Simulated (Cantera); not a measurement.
Input: 1 mol BF₃, 1 mol NH₃, 0.33 mol N₂, at 1348 K and 17.3 Torr.

Cantera equilibrium calculation (NASA polynomials, part measured and part estimated; ideal gas, pure solids and liquids). Candidate condensed phases: B, BN; 31 gas species. The tables' values for BF₂ are old estimates; treat these amounts as uncertain. Equilibrium is a limit: real reactors are often held back by kinetics, nucleation or transport.

Base state: H₂ 0.435, BF₃ 0.290, N₂ 0.245, HF 0.0291, BHF₂ 0.00110, BF₂ 0.000202, H 1.01e-5 (mole fractions); condensed: BN(s).

Problem. What changes in the equilibrium state with this change: temperature from 1348 K to 1250 K?

Solution. 
| species | before | after |
|---|---|---|
| H₂ | 0.435 | 0.438 |
| BF₃ | 0.290 | 0.292 |
| N₂ | 0.245 | 0.245 |
| HF | 0.0291 | 0.0251 |
| BF₂ | 0.000202 | 3.58e-5 |
| H | 1.01e-5 | 2.11e-6 |
| BHF₂ | 0.00110 | 0.000546 |
| BN(s), mol | 0.0308 | 0.0273 |
